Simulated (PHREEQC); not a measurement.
A solution holds 0.25 mol/kgw CuSO4 and 0.00027 mol/kgw H3BO3, at 20 °C. Closed to the air; pH follows from the charge balance.

The numbers come from PHREEQC with the ion-association model, phreeqc.dat.

This is a speciation only: nothing precipitates in the calculation.

Question: What pH does the model give?

Answer: pH 4.46.

Question: In which forms is Cu present?

Answer: CuSO4 53 %, Cu+2 47 % of the Cu.

Species that the database lacks are ignored.
